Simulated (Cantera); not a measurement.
Diamond growth

A diamond (100) surface in a fixed gas of H2 with x(CH4) = 0.023, x(CH3) = 0.00022, at 1325 K, 0.0890 bar; coverages are run to steady state.

Computed with Cantera and the Harris–Goodwin 1993 mechanism for the reconstructed diamond (100) surface.

```
x(H)     growth (µm/h)  θ c6HH  θ c6H*  θ c6*H   θ c6**    θ c6HM
-------  -------------  ------  ------  ------  -------  --------
0.0001           0.107   0.671  0.0288   0.295  0.00384  0.000208
0.00022          0.409   0.554  0.0385   0.395  0.00966  0.000297
0.00047           1.04   0.470  0.0451   0.463   0.0187  0.000385
0.001             1.99   0.418  0.0488   0.500   0.0294  0.000465
0.0022            3.19   0.389  0.0507   0.519   0.0391  0.000525
0.0047            4.62   0.374  0.0515   0.527   0.0455  0.000546
0.01              6.71   0.367  0.0519   0.531   0.0491  0.000527
0.022             10.1   0.363  0.0523   0.532   0.0511  0.000462
0.047             14.7   0.362  0.0528   0.532   0.0522  0.000360
```
θ: site fractions in the mechanism's names (c6HH fully hydrogenated, c6H* and c6*H radical sites, c6** diradical, c6HM methylated).
